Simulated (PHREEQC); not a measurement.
Consider water at 25 °C with 0.19 mol/kgw HF. Closed to the air; pH follows from the charge balance.

Equilibrium calculation in PHREEQC: ion-association model, phreeqc.dat.

Each row changes one thing in this solution. No solid was allowed to form.

```json
[
 {"case": "as made", "pH": "1.86", "ionic strength (mol/kgw)": "0.0153", "HF (mol/kgw)": "0.169", "F- (mol/kgw)": "0.00930", "HF2- (mol/kgw)": "0.00602"},
 {"case": "HF from 0.19 to 0.019 mol/kgw", "pH": "2.48", "ionic strength (mol/kgw)": "0.00350", "HF (mol/kgw)": "0.0153", "F- (mol/kgw)": "0.00331", "HF2- (mol/kgw)": "0.000194"},
 {"case": "HF from 0.19 to 0.285 mol/kgw", "pH": "1.73", "ionic strength (mol/kgw)": "0.0209", "HF (mol/kgw)": "0.254", "F- (mol/kgw)": "0.0106", "HF2- (mol/kgw)": "0.0103"},
 {"case": "HF from 0.19 to 0.171 mol/kgw", "pH": "1.89", "ionic strength (mol/kgw)": "0.0142", "HF (mol/kgw)": "0.152", "F- (mol/kgw)": "0.00897", "HF2- (mol/kgw)": "0.00522"},
 {"case": "diluted 5-fold with water", "pH": "2.31", "ionic strength (mol/kgw)": "0.00529", "HF (mol/kgw)": "0.0321", "F- (mol/kgw)": "0.00471", "HF2- (mol/kgw)": "0.000580"}
]
```
